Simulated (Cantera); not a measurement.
Charge: 1 mol CCl4, 0.48 mol H2, equilibrated at 400 Pa.

Equilibrium computed with Cantera from the NASA thermochemical tables; the gas is ideal and each condensed phase is pure. Candidate condensed phases: C, C6H6, C7H8, C8H18; 91 gas species. Gases not in the tables: chlorinated aromatics. Equilibrium is a limit: real reactors are often held back by kinetics, nucleation or transport. All values below are at 773 K.

Base state: Cl2 0.613, HCl 0.387, CCl4 0.000250, Cl 6.05e-5 (mole fractions); condensed: C(graphite).

What changes in the equilibrium state with this change: H2 from 0.48 to 0.063 mol?


```json
[
 {"species": "Cl2", "before": "0.613", "after": "0.938"},
 {"species": "HCl", "before": "0.387", "after": "0.0611"},
 {"species": "CCl4", "before": "0.000250", "after": "0.000587"},
 {"species": "Cl", "before": "6.05e-5", "after": "7.49e-5"},
 {"species": "C(graphite), mol", "before": "0.999", "after": "0.999"}
]
```
